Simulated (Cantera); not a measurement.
A perfectly stirred reactor is fed with CH4 : O2 : N2 : H2 = 1 : 2.04 : 7.67 : 0.75 (molar parts), at 0.237 atm; it is adiabatic with a 400 K inlet, and is followed from long to short residence time, starting on the burning branch (τ in s: 0.2, 0.073, 0.027, 0.0099, 0.0037, 0.0013, 0.0005, 0.00018, 6.7e-05, 2.5e-05, 9.2e-06).

Model: GRI-Mech 3.0 (53 species, 325 reactions), integrated in Cantera.

Problem. Predict: blow-out, bracketed by the residence times tried; x(CH4) at τ = 0.200 s; x(O2) at τ = 0.200 s; x(O) at τ = 0.200 s; x(CO2) at τ = 0.200 s; x(C2H2) at τ = 0.200 s; x(CH4) at τ = 1.30 ms; x(O2) at τ = 1.30 ms; x(O) at τ = 1.30 ms; x(CO2) at τ = 1.30 ms; x(C2H2) at τ = 1.30 ms.

Solution. 
| Quantity | Value |
|---|---|
| blow-out, bracketed by the residence times tried | burning at 0.180 ms, out at 67.0 µs |
| x(CH4) at τ = 0.200 s | 3.72e-6 |
| x(O2) at τ = 0.200 s | 0.00168 |
| x(O) at τ = 0.200 s | 0.000505 |
| x(CO2) at τ = 0.200 s | 0.0513 |
| x(C2H2) at τ = 0.200 s | 1.69e-9 |
| x(CH4) at τ = 1.30 ms | 0.000166 |
| x(O2) at τ = 1.30 ms | 0.0118 |
| x(O) at τ = 1.30 ms | 0.00447 |
| x(CO2) at τ = 1.30 ms | 0.0439 |
| x(C2H2) at τ = 1.30 ms | 2.15e-7 |
